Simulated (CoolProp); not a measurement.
Vapour-liquid equilibrium of CH2F2 (R32) (1) + dimethyl ether (2) at 281 K; x and y are mole fractions of (1).

Model: multi-fluid Helmholtz-energy mixture model, Tillner-Roth 1997 and Wu 2011; pair parameters Bell 2016, in CoolProp.

```
x     bubble pressure (MPa)  y at the bubble point  dew pressure at overall composition x (MPa)  liquid density (mol/L)
----  ---------------------  ---------------------  -------------------------------------------  ----------------------
0.05                 0.3766                  0.115                                       0.3598                   15.13
0.15                 0.4385                  0.311                                       0.3861                   15.53
0.25                 0.5054                  0.465                                       0.4170                   15.94
0.35                 0.5754                  0.587                                       0.4537                   16.37
0.45                 0.6469                  0.684                                       0.4979                   16.82
0.55                 0.7186                  0.762                                       0.5522                   17.28
0.65                 0.7898                  0.827                                       0.6201                   17.77
0.75                 0.8604                  0.883                                       0.7065                   18.29
0.85                 0.9308                  0.932                                       0.8178                   18.84
0.95                  1.002                  0.978                                       0.9581                   19.44
```

No azeotrope shows between x = 0.05 and 0.95.

Pair parameters are fitted to limited data, so mixtures are less certain than the pure fluids.
